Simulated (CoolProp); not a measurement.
The numbers come from the reference Helmholtz-energy equation of state, Guder 2009 in CoolProp.

Q: Give the vapour pressure (MPa), vapour density (kg/m³), enthalpy of vaporisation (kJ/kg), surface tension (mN/m) of saturated sulfur hexafluoride at 14.25 °C.

A: 
```json
[
 {"T (°C)": "14.25", "p (MPa)": "1.82", "vapour density (kg/m³)": "161", "enthalpy of vaporisation (kJ/kg)": "72.6", "surface tension (mN/m)": "2.79"}
]
```

Surface tension comes from a separate correlation (Mulero 2012).
